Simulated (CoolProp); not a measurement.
R1234ze(E) along the isotherm 420 K: Z from the reference equation and from simpler models built on Tc = 382.5 K, pc = 3.635 MPa, ω = 0.313; each cubic takes its own stable root.

Values from CoolProp's reference Helmholtz-energy equation of state, Thol 2016.

```
p (MPa)  phase  reference
-------  -----  ---------
0.14       gas     0.9901
0.28       gas     0.9802
0.419      gas     0.9702
0.559      gas     0.9601
0.699      gas     0.9499
0.839      gas     0.9396
0.979      gas     0.9293
1.12       gas     0.9187
1.26       gas     0.9082
1.4        gas     0.8975
1.54       gas     0.8867
1.68       gas     0.8757
1.82       gas     0.8647
```

Question: How far does each simpler model (Pitzer virial, van der Waals, Redlich-Kwong, Peng-Robinson) lie from the reference over these 13 states: mean and median of the absolute difference, and the worst?

Answer: 
- Pitzer virial: mean 0.5 %, median 0.4 %, worst +1.2 % at 420 K and 1.82 MPa
- van der Waals: mean 0.3 %, median 0.4 %, worst +0.5 % at 420 K and 1.54 MPa
- Redlich-Kwong: mean 0.2 %, median 0.2 %, worst -0.6 % at 420 K and 1.82 MPa
- Peng-Robinson: mean 0.7 %, median 0.7 %, worst -1.3 % at 420 K and 1.82 MPa
